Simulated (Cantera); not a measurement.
Feed: 1 mol C, 17 mol H₂, equilibrated at 2173.15 K and 1.00 bar.

Method: chemical equilibrium by Gibbs-energy minimisation in Cantera with the NASA 1993 tables (ideal gas, pure condensed phases). Candidate condensed phases: C, C₆H₆, C₇H₈, C₈H₁₈; 76 gas species. Equilibrium is a limit: real reactors are often held back by kinetics, nucleation or transport.

Base state: H₂ 0.993, H 0.00481, C₂H₂ (acetylene) 0.00219, CH₄ 0.000275, CH₃ 2.56e-5 (mole fractions); condensed: C(graphite).

Q: What changes in the equilibrium state with this change: pressure from 1.00 bar to 0.230 bar?

A: 
```json
[
 {"species": "H₂", "before": "0.993", "after": "0.988"},
 {"species": "H", "before": "0.00481", "after": "0.0100"},
 {"species": "C₂H₂ (acetylene)", "before": "0.00219", "after": "0.00218"},
 {"species": "CH₄", "before": "0.000275", "after": "6.26e-5"},
 {"species": "CH₃", "before": "2.56e-5", "after": "1.22e-5"},
 {"species": "C(graphite), mol", "before": "0.920", "after": "0.924"}
]
```
